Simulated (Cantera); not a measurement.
A freely propagating, adiabatic, planar premixed flame of H₂ : O₂ : N₂ = 1 : 0.312 : 1.41 (molar parts), equivalence ratio 1.6, unburnt at 625 K and 3.70 bar; mixture-averaged transport, grid criteria slope 0.08 and curve 0.16, no radiation.

Computed with Cantera and the H2/O2 subset of GRI-Mech 3.0, which has no nitrogen chemistry. The hydrogen kinetics of GRI-Mech 3.0 are dated; newer H2 mechanisms differ, most at raised pressure. Burning velocities carry a grid error of a few per cent, more on coarse grids.

x: mole fraction of selected species; z is measured from the peak of heat release.

```tsv
z (mm)	T (K)	u (m/s)	x H₂	x O₂	x HO₂	x H	x H₂O	x H₂O₂
-0.259	625	8.70	0.367	0.115	<1e-8	<1e-8	<1e-8	<1e-8
-0.173	625	8.70	0.367	0.115	<1e-8	<1e-8	<1e-8	<1e-8
-0.130	625	8.70	0.367	0.115	2.27e-8	<1e-8	2.61e-8	<1e-8
-0.0864	625	8.70	0.367	0.115	1.34e-6	3.06e-8	1.21e-6	<1e-8
-0.0432	660	9.09	0.360	0.115	0.000466	0.000181	0.00149	9.02e-6
-0.0216	907	12.2	0.324	0.108	0.000454	0.00528	0.0239	3.37e-5
0	___	17.2	___	___	___	___	___	___
0.0216	1618	20.9	0.170	0.0311	7.97e-5	0.0513	0.180	3.03e-6
0.0432	1769	22.6	0.140	___	___	___	0.219	___
0.0864	1907	24.2	0.133	0.00246	6.01e-6	0.0506	0.237	9.47e-7
0.173	2031	25.6	0.138	0.00112	2.78e-6	0.0377	0.243	5.06e-7
0.346	2136	26.7	0.143	0.000560	1.43e-6	0.0257	0.248	2.70e-7
0.691	2216	27.5	0.147	0.000238	6.36e-7	0.0162	0.252	1.40e-7
```

Task: What belongs in the gaps?

Result: 
- 0, T (K): 1318
- 0, x H₂: 0.245
- 0, x O₂: 0.0758
- 0, x HO₂: 0.000209
- 0, x H: 0.0278
- 0, x H₂O: 0.0951
- 0, x H₂O₂: 1.02e-5
- 0.0432, x O₂: 0.0106
- 0.0432, x HO₂: 2.61e-5
- 0.0432, x H: 0.0574
- 0.0432, x H₂O₂: 1.75e-6
